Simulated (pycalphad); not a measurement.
Effect of Si content in Al-Fe-Si-Mg

CALPHAD calculation (pycalphad, COST 507 light-alloy database (1999)), 1 atm. The database dates from 1999; later assessments differ in places, in temperatures and in the compounds included. The system is extrapolated from its subsystems; higher-order compounds may be missing. Amounts are mole fractions of atoms. Kinetics are ignored, which matters at the lower temperatures.

```
alloy                          liquidus (K)  first solid  solidus (K)                                                  phases at 490 K
-----------------------------  ------------  -----------  -----------  ---------------------------------------------------------------
Al-1.79Fe-0.14Si-0.6Mg (at.%)          1012      AL13FE4          910                         fcc 0.92, AL13FE4 0.08, MG2SI under 0.01
Al-1.79Fe-0.43Si-0.6Mg (at.%)          1010      AL13FE4          896            fcc 0.91, AL13FE4 0.06, ALFESI_ALPHA 0.02, MG2SI 0.01
Al-1.79Fe-0.57Si-0.6Mg (at.%)          1009      AL13FE4          896            fcc 0.91, AL13FE4 0.04, ALFESI_ALPHA 0.04, MG2SI 0.01
Al-1.79Fe-0.86Si-0.6Mg (at.%)          1007      AL13FE4          896            fcc 0.90, ALFESI_ALPHA 0.08, AL13FE4 0.01, MG2SI 0.01
Al-1.79Fe-1.71Si-0.6Mg (at.%)           ___      AL13FE4          881                                                              ___
Al-1.79Fe-2.28Si-0.6Mg (at.%)           996      AL13FE4          881  fcc 0.87, ALFESI_BETA 0.12, MG2SI 0.01, diamond (Si) under 0.01
```

Q: Some entries are withheld; supply them.

A: 
- Al-1.79Fe-1.71Si-0.6Mg (at.%), liquidus (K): 1001
- Al-1.79Fe-1.71Si-0.6Mg (at.%), phases at 490 K: fcc 0.88, ALFESI_BETA 0.06, ALFESI_ALPHA 0.04, MG2SI 0.01

Database names, with the compositions (at.%) that they take in these runs: AL13FE4: Al 76 Fe 24; ALFESI_ALPHA: Al 69-74 Fe 19 Si 7-12; MG2SI: Mg 67 Si 33; ALFESI_BETA: Al 70 Fe 15 Si 15.
